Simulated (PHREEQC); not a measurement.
Dissolve 0.00076 mol/kgw NaOH and 6e-05 mol/kgw Mn(NO3)2 at 5 °C. Closed to the air; pH follows from the charge balance.

Equilibrium calculation in PHREEQC: ion-association model, phreeqc.dat.

Precipitation was switched off in this run.

### Question
What pH, ionic strength does the model give?

### Answer
pH 11.56; ionic strength 0.000845 mol/kgw.

### Question
In which forms is Mn present?

### Answer
MnOH+ 47 %, Mn+2 32 %, Mn(OH)3- 21 % of the Mn.

Away from 25 °C the constants follow the database's enthalpies or fits; those with neither stay at their 25 °C values.
